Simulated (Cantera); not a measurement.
**Hydrocarbon pyrolysis for carbon deposition**

An isothermal, constant-pressure homogeneous reactor starts with C2H4 : H2 = 1 : 4.6 (molar parts), at 1725 K and 100.0 Torr.

Cantera simulation using GRI-Mech 3.0 (53 species, 325 reactions); the numbers are that mechanism's predictions, not measurements. GRI-Mech 3.0 was tuned for natural gas; its chemistry of ethylene as a main component is partial and can be far from experiment. GRI-Mech 3.0 stops at C3 and has no aromatics, soot or wall deposition, so with more carbon than oxygen in the feed, carbon stays in small species such as C2H2 where larger ones or solid carbon would form.

| t (s) | x C2H4 | x H2 | x C2H2 | x C2H6 | x CH4 | x C2H |
|---|---|---|---|---|---|---|
| 2.00e-5 | 0.178 | 0.822 | 0.000425 | 1.56e-8 | 1.36e-9 | 4.38e-12 |
| 7.87e-5 | 0.177 | 0.822 | 0.00172 | 1.26e-7 | 5.32e-8 | 7.00e-11 |
| 0.000310 | 0.170 | 0.823 | 0.00740 | 1.01e-6 | 1.78e-6 | 1.18e-9 |
| 0.00122 | 0.138 | 0.828 | 0.0348 | 3.41e-6 | 3.52e-5 | 1.56e-8 |
| 0.00479 | 0.0504 | 0.841 | 0.109 | 1.82e-6 | 0.000176 | 7.00e-8 |
| 0.0189 | 0.000724 | 0.848 | 0.151 | 6.32e-8 | 0.000291 | 4.25e-7 |
| 0.0742 | 0.000678 | 0.848 | 0.151 | 6.42e-8 | 0.000445 | 5.30e-7 |
| 0.292 | 0.000677 | 0.847 | 0.151 | 6.85e-8 | 0.00105 | 5.29e-7 |
| 1.15 | 0.000674 | 0.846 | 0.150 | 1.04e-7 | 0.00285 | 5.25e-7 |
| 4.52 | 0.000672 | 0.845 | 0.149 | 1.47e-7 | 0.00412 | 5.23e-7 |
| 17.8 | 0.000672 | 0.845 | 0.149 | 1.48e-7 | 0.00413 | 5.23e-7 |
| 70.0 | 0.000672 | 0.845 | 0.149 | 1.48e-7 | 0.00413 | 5.23e-7 |
x: mole fraction; the columns are a selection and need not sum to one.

Equilibrium at this temperature and pressure: C2H4 0.000672, H2 0.845, C2H2 0.149, C2H6 1.48e-7, CH4 0.00413, C2H 5.23e-7 (gas phase only).
